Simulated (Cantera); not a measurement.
**Ignition delay**

Mixture: H2 : O2 : N2 = 1 : 0.5 : 1.85 (molar parts), equivalence ratio 1.0, at 0.987 atm, adiabatic and at constant volume. Ignition delay is the time to a rise of 400 K.

Computed with Cantera and the H2/O2 subset of GRI-Mech 3.0, which has no nitrogen chemistry. Where the delays flatten at high temperature, the 400 K rule measures the pace of heat release, not the induction time.

```json
[
 {"T0 (K)": "1125", "delay (ms)": "0.0708"},
 {"T0 (K)": "1175", "delay (ms)": "0.0511"},
 {"T0 (K)": "1225", "delay (ms)": "0.0390"},
 {"T0 (K)": "1275", "delay (ms)": "0.0309"},
 {"T0 (K)": "1325", "delay (ms)": "0.0252"},
 {"T0 (K)": "1375", "delay (ms)": "0.0212"},
 {"T0 (K)": "1425", "delay (ms)": "0.0182"}
]
```
